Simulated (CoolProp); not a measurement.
Vapour-liquid equilibrium of neopentane (1) + n-pentane (2) at 359.2 K; x and y are mole fractions of (1).

The numbers come from the multi-fluid Helmholtz-energy mixture model, Lemmon 2006 and Thol 2019; pair parameters Bell 2016 in CoolProp.

### Question
Give the bubble pressure and the first vapour's composition at x = 0.15, 0.45, 0.65. Is there an azeotrope?

### Answer
x = 0.15: 488.4 kPa, y = 0.240; x = 0.45: 610.6 kPa, y = 0.589; x = 0.65: 692.9 kPa, y = 0.761. No azeotrope shows between x = 0.05 and 0.95.

Pair parameters are fitted to limited data, so mixtures are less certain than the pure fluids.
